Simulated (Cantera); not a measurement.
Charge: 1 mol SiHCl3, 0.068 mol C3H8, 270 mol H2, at 2200 °C and 1.33 mbar.

Cantera equilibrium calculation (NASA polynomials, part measured and part estimated; ideal gas, pure solids and liquids). Candidate condensed phases: C, C6H6, C7H8, C8H18, Si, SiC; 109 gas species. Kinetics and transport are ignored.

Base state: H2 0.540, H 0.449, HCl 0.00534, Cl 0.00315, Si 0.00278, C2H2 (acetylene) 0.000232, SiC2 2.96e-5, SiH 2.05e-5 (mole fractions); condensed: gas only.

**Question.** What changes in the equilibrium state with this change: SiHCl3 replaced by CH3SiH3?

**Answer.** 
```csv
species,before,after
H2,0.540,0.545
H,0.449,0.451
Si,0.00278,0.00264
HCl,0.00534,0
Cl,0.00315,0
C3,2.29e-6,3.27e-5
C2H2 (acetylene),0.000232,0.00137
```
The feed counts by its element totals alone.
